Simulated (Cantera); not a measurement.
Input: 1 mol Fe(CO)₅, a varied amount of H₂, equilibrated at 1048.15 K and 10.0 mbar.

These are equilibrium values from Cantera (NASA tables, ideal gas, pure condensed phases), not measurements of a reactor. Candidate condensed phases: C, C₆H₆, C₇H₈, C₈H₁₈, Fe, Fe(CO)₅, FeO, Fe(OH)₂, Fe(OH)₃, Fe₂O₃, Fe₃O₄, H₂O; 114 gas species. Condensed phases not in the tables: cementite and carbon dissolved in iron. Rates play no part.

At 0.76 mol H₂, list the 5 most abundant gas species with their mole fractions, and the condensed phases.

CO 0.866, H₂ 0.132, CO₂ 0.00166, H₂O 0.000213, CH₄ 1.02e-5. Condensed: C(graphite) + Fe(α).
